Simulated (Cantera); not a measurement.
A closed system holds: 1 mol SF6, 2.6 mol H2O, 6.5 mol O2, held at 10.0 mbar.

Equilibrium computed with Cantera from the NASA thermochemical tables; the gas is ideal and each condensed phase is pure. Candidate condensed phases: H2O, H2SO4, S; 43 gas species. Rates play no part. All values below are at 2850 °C.

Base state: O 0.508, HF 0.172, F 0.111, O2 0.0896, H 0.0612, SO 0.0238, S 0.0161, OH 0.00998 (mole fractions); condensed: gas only.

Problem. What changes in the equilibrium state with this change: SF6 replaced by N2O?

Solution. 
| species | before | after |
|---|---|---|
| O | 0.508 | 0.574 |
| H | 0.0612 | 0.205 |
| O2 | 0.0896 | 0.114 |
| HF | 0.172 | 0 |
| F | 0.111 | 0 |
| N2 | 0 | 0.0465 |
| SO | 0.0238 | 0 |
| S | 0.0161 | 0 |
| OH | 0.00998 | 0.0378 |
| NO | 0 | 0.00987 |
| SO2 | 0.00709 | 0 |
